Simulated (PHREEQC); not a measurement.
0.054 g of hydrous ferric oxide (600 m²/g; 0.2 weak and 0.005 strong sites per Fe, Dzombak-Morel constants, diffuse double layer) in 1 kg of water with 0.01 mol/kgw of an inert sodium salt and 0.00011 mol Na2SeO4, at 25 °C; the pH is set by adding NaOH or the inert anion's acid. O2 is buffered at 0.21 atm. No CO2 enters from the air. Nothing may precipitate in this run.

Base run: PHREEQC, ion-association model, wateq4f.dat. Each further column changes one thing. The table gives surface charge σ (C/m²).

```tsv
pH	base	background salt from 0.01 to 0.001 mol/kgw	oxide from 0.054 to 0.27 g/kgw
4	0.052	0.019	0.143
4.67	0.047	0.017	0.091
5.33	0.038	0.013	0.054
6	0.029	0.010	0.033
6.67	0.020	0.007	0.021
7.33	0.011	0.004	0.011
8	0.001	0.001	0.001
8.67	-0.008	-0.003	-0.008
9.33	-0.020	-0.008	-0.020
10	-0.041	-0.017	-0.041
10.67	-0.076	-0.038	-0.076
11.33	-0.132	-0.088	-0.132
12	-0.229	-0.201	-0.230
```
